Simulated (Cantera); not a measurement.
**Premixed flame**

A freely propagating, adiabatic, planar premixed flame of H2 : O2 : N2 = 1 : 0.312 : 1.17 (molar parts), unburnt at 575 K and 2700 Torr; mixture-averaged transport, grid criteria slope 0.08 and curve 0.16, no radiation.

Cantera simulation using the H2/O2 subset of GRI-Mech 3.0, which has no nitrogen chemistry; the numbers are that mechanism's predictions, not measurements. The hydrogen kinetics of GRI-Mech 3.0 are dated; newer H2 mechanisms differ, most at raised pressure. Burning velocities carry a grid error of a few per cent, more on coarse grids.

```json
[
 {"z (mm)": "-0.251", "T (K)": "575", "u (m/s)": "8.83", "x H2": "0.403", "x O2": "0.126", "x HO2": "<1e-8", "x H2O": "<1e-8", "x OH": "<1e-8", "x H": "<1e-8"},
 {"z (mm)": "-0.167", "T (K)": "575", "u (m/s)": "8.83", "x H2": "0.403", "x O2": "0.126", "x HO2": "<1e-8", "x H2O": "<1e-8", "x OH": "<1e-8", "x H": "<1e-8"},
 {"z (mm)": "-0.125", "T (K)": "575", "u (m/s)": "8.83", "x H2": "0.403", "x O2": "0.126", "x HO2": "1.23e-8", "x H2O": "1.88e-8", "x OH": "<1e-8", "x H": "<1e-8"},
 {"z (mm)": "-0.0836", "T (K)": "575", "u (m/s)": "8.84", "x H2": "0.403", "x O2": "0.126", "x HO2": "1.20e-6", "x H2O": "1.29e-6", "x OH": "<1e-8", "x H": "1.18e-8"},
 {"z (mm)": "-0.0418", "T (K)": "608", "u (m/s)": "9.26", "x H2": "0.396", "x O2": "0.126", "x HO2": "0.000469", "x H2O": "0.00117", "x OH": "6.98e-5", "x H": "0.000128"},
 {"z (mm)": "-0.0209", "T (K)": "889", "u (m/s)": "13.1", "x H2": "0.356", "x O2": "0.119", "x HO2": "0.000524", "x H2O": "0.0258", "x OH": "0.00112", "x H": "0.00595"},
 {"z (mm)": "0", "T (K)": "1338", "u (m/s)": "19.1", "x H2": "0.268", "x O2": "0.0831", "x HO2": "0.000229", "x H2O": "0.106", "x OH": "0.00309", "x H": "0.0325"},
 {"z (mm)": "0.0209", "T (K)": "1653", "u (m/s)": "23.4", "x H2": "0.186", "x O2": "0.0336", "x HO2": "8.61e-5", "x H2O": "0.199", "x OH": "0.00663", "x H": "0.0592"},
 {"z (mm)": "0.0418", "T (K)": "1809", "u (m/s)": "25.4", "x H2": "0.154", "x O2": "0.0114", "x HO2": "2.82e-5", "x H2O": "0.241", "x OH": "0.00855", "x H": "0.0657"},
 {"z (mm)": "0.0836", "T (K)": "1954", "u (m/s)": "27.2", "x H2": "0.147", "x O2": "0.00300", "x HO2": "7.30e-6", "x H2O": "0.260", "x OH": "0.00950", "x H": "0.0581"},
 {"z (mm)": "0.167", "T (K)": "2090", "u (m/s)": "28.8", "x H2": "0.152", "x O2": "0.00145", "x HO2": "3.55e-6", "x H2O": "0.267", "x OH": "0.00897", "x H": "0.0439"},
 {"z (mm)": "0.334", "T (K)": "2208", "u (m/s)": "30.2", "x H2": "0.158", "x O2": "0.000769", "x HO2": "1.89e-6", "x H2O": "0.273", "x OH": "0.00744", "x H": "0.0305"},
 {"z (mm)": "0.669", "T (K)": "2300", "u (m/s)": "31.2", "x H2": "0.162", "x O2": "0.000348", "x HO2": "8.74e-7", "x H2O": "0.278", "x OH": "0.00547", "x H": "0.0198"}
]
```
x: mole fraction of selected species; z is measured from the peak of heat release.

laminar burning velocity: 883 cm/s
thermal thickness: 0.0836 mm
peak x(HO2): 0.000756
peak x(OH): 0.00951
peak x(H): 0.0658
grid points: 114
